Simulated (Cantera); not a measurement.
A perfectly stirred reactor is fed with CO : H₂ : O₂ : N₂ : H₂O = 1 : 0.054 : 1.08 : 4.04 : 0.22 (molar parts), at 9000 Torr; it is adiabatic with a 823 K inlet, and is followed from long to short residence time, starting on the burning branch (τ in s: 0.19, 0.083, 0.037, 0.017, 0.0075, 0.0033, 0.0015, 0.00067, 0.0003, 0.00013, 6e-05, 2.7e-05, 1.2e-05).

Detailed kinetics in Cantera: GRI-Mech 3.0 (53 species, 325 reactions). The hydrogen kinetics of GRI-Mech 3.0 are dated; newer H2 mechanisms differ, most at raised pressure. The pressure lies above the range GRI-Mech 3.0 was tuned for (to about 10 atm).

x: mole fraction; the columns are a selection and need not sum to one.

```csv
τ (s),T (K),x CO,x H₂,x O₂,x HO₂,x H,x O,x NO₂
0.19,2100,0.000512,2.70e-5,0.0927,2.88e-6,4.82e-6,0.000126,9.73e-6
0.083,2102,0.000567,2.84e-5,0.0933,2.95e-6,5.19e-6,0.000132,5.78e-6
0.037,2103,0.000672,3.11e-5,0.0938,3.06e-6,5.85e-6,0.000142,3.21e-6
0.017,2102,0.000875,3.61e-5,0.0940,3.24e-6,7.14e-6,0.000160,1.88e-6
0.0075,2099,0.00129,4.66e-5,0.0943,3.63e-6,1.01e-5,0.000199,1.22e-6
0.0033,2092,0.00208,6.68e-5,0.0946,4.49e-6,1.70e-5,0.000276,9.52e-7
0.0015,2081,0.00341,0.000101,0.0951,6.16e-6,3.12e-5,0.000410,8.48e-7
0.00067,2062,0.00572,0.000159,0.0960,9.45e-6,6.18e-5,0.000644,7.69e-7
0.00030,2031,0.00958,0.000249,0.0975,1.56e-5,0.000123,0.00102,6.35e-7
0.00013,1976,(withheld),(withheld),0.100,(withheld),(withheld),(withheld),(withheld)
6.0e-5,1889,(withheld),(withheld),0.105,(withheld),(withheld),(withheld),(withheld)
2.7e-5,823,0.156,0.00845,0.169,5.32e-11,<1e-12,1.01e-11,<1e-12
1.2e-5,823,0.156,0.00845,0.169,1.98e-11,<1e-12,8.39e-12,<1e-12
```

Complete the blanks.


- 0.00013, x CO: 0.0164
- 0.00013, x H₂: 0.000384
- 0.00013, x HO₂: 2.81e-5
- 0.00013, x H: 0.000241
- 0.00013, x O: 0.00158
- 0.00013, x NO₂: 4.41e-7
- 6.0e-5, x CO: 0.0280
- 6.0e-5, x H₂: 0.000542
- 6.0e-5, x HO₂: 5.17e-5
- 6.0e-5, x H: 0.000403
- 6.0e-5, x O: 0.00219
- 6.0e-5, x NO₂: 2.69e-7
